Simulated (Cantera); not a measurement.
Cantera run:

```python
import numpy as np
import cantera as ct

gas_names = """
    H HO2 H2 H2O H2O2 Nb NbO NbO2 O OH O2 O3
""".split()
cond_names = """
    H2O(s) H2O(L) Nb(cr) Nb(L) NbO(s) NbO(L) NbO2(I) NbO2(II) NbO2(III) NbO2(L) Nb2O5(s) Nb2O5(L)
""".split()


# ... load() reads the species with a 1 bar reference pressure and builds the phases ...
atoms = {
    'Nb2O5': {'Nb': 2, 'O': 5},
    'H2': {'H': 2},
    'H2O': {'H': 2, 'O': 1},
}
top_T = {}  # K; cautious upper limits of use, not melting points


# ... equilibrate(T, P, feed) seeds the gas with the atoms and calls Mixture.equilibrate('TP', solver="vcs", rtol=1e-11, max_steps=5000) ...
results = []
feed = {'Nb2O5': 1, 'H2': 340, 'H2O': 0.5}  # mol
T = 1575  # K
P = 13000  # Pa
mix = equilibrate(T, P, feed)
results.append((T, P, feed, dict(zip(mix.species_names, mix.species_moles))))
x = sorted(zip(gas.X, gas.species_names), reverse=True)
print(f"T = {T:g} K  P = {P:g} Pa  gas = {mix.phase_moles(0):.4g} mol")
print("   x: " + "  ".join(f"{s} {v:.3e}" for v, s in x if v > 1e-06))
print("   condensed (mol): " + ("  ".join(f"{mix.phase(i).name} {mix.phase_moles(i):.4g}"
      for i in range(1, mix.n_phases) if mix.phase_moles(i) > 1e-12) or "none"))
```

It prints:

```
T = 1575 K  P = 13000 Pa  gas = 340.5 mol
   x: H2 9.955e-01  H2O 4.405e-03  H 1.150e-04
   condensed (mol): NbO2(III) 2
```

Method: chemical equilibrium by Gibbs-energy minimisation in Cantera with the NASA 1993 tables (ideal gas, pure condensed phases). Condensed phases not in the tables: the oxides between NbO2 and Nb2O5.
